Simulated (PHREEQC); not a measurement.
**Metal-bearing waste water: an equilibrium model**

Solution (40 °C and 50 atm): 22 mmol/kgw CdCl2, 4.6 mmol/kgw CuCl2 and 46 mmol/kgw H2SO4. Closed to the air; pH follows from the charge balance.

Equilibrium calculation in PHREEQC: ion-association model, phreeqc.dat.

No solid was allowed to form.

Q: Predict the pH, ionic strength, density.

A: pH 1.30; ionic strength 0.115 mol/kgw; density 1.001 g/cm³.

Q: In which forms is Cd present?

A: CdCl+ 47 %, Cd+2 35 %, CdSO4 12 %, CdCl2 4.7 %, Cd(SO4)2-2 1.8 % of the Cd.

Under pressure, the constants of complexes without a molar volume in the database are unreliable. At this temperature some constants are extrapolated from 25 °C, and those without enthalpy data are left unchanged.
